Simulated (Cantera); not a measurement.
Input: 1 mol SiC, 0.34 mol Si, 0.44 mol H2, held at 22.0 Pa.

Equilibrium computed with Cantera from the NASA thermochemical tables; the gas is ideal and each condensed phase is pure. Candidate condensed phases: C, C6H6, C7H8, C8H18, Si, SiC; 87 gas species. Mutual solubility and eutectic melting of coexisting phases are not modelled. Gases not in the tables: Si2H6 and higher silanes. Kinetics and transport are ignored.

**Question.** Which condensed phases are stable at each of these points (T (K)): 1850, 1925, 2000, 2075, 2150, 2225, 2300, 2375, 2450, 2525, 2600, 2675?

**Answer.** 
| T (K) | condensed phases | Si condensed (%) |
|---|---|---|
| 1850 | Si(l) + SiC(s) | 98.9 |
| 1925 | Si(l) + SiC(s) | 96.9 |
| 2000 | Si(l) + SiC(s) | 90.5 |
| 2075 | SiC(s) | 73.7 |
| 2150 | SiC(s) | 73.2 |
| 2225 | SiC(s) | 70.5 |
| 2300 | C(graphite) | 0.0 |
| 2375 | C(graphite) | 0.0 |
| 2450 | C(graphite) | 0.0 |
| 2525 | C(graphite) | 0.0 |
| 2600 | C(graphite) | 0.0 |
| 2675 | gas only | 0.0 |

From 1850 K to 2000 K the condensed part is Si(l) + SiC(s). From 2075 K to 2225 K the condensed part is SiC(s). From 2300 K to 2600 K the condensed part is C(graphite). At 2675 K nothing is condensed.
